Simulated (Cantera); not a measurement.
Source: NASA polynomial tables (part measured, part estimated), evaluated in Cantera. Values are per mole of reaction as written; species without (g) are pure solids or liquids, kept so even where they would boil at 1 bar. VN: taken at fixed stoichiometry.

Between 1073 and 1423 K, where is each reaction favourable under standard conditions?
- V + N(g) = VN


- V + N(g) = VN: ΔG° is -533 kJ at 1073 K and -482 kJ at 1423 K; it stays negative (K > 1). ΔH° is -689 kJ and ΔS° -145 J/K at 1423 K.
